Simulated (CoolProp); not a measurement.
Computed with CoolProp (reference Helmholtz-energy equation of state, Eisenbach 2021).

### Question
For propylene glycol, give the phase and the Z, isothermal compressibility (1/MPa) at 618.8 K and 0.81 MPa; 618.8 K and 1.62 MPa; 618.8 K and 2.43 MPa.

### Answer
- 618.8 K and 0.81 MPa: gas; Z 0.947, isothermal compressibility 1.31
- 618.8 K and 1.62 MPa: gas; Z 0.887, isothermal compressibility 0.706
- 618.8 K and 2.43 MPa: gas; Z 0.819, isothermal compressibility 0.525
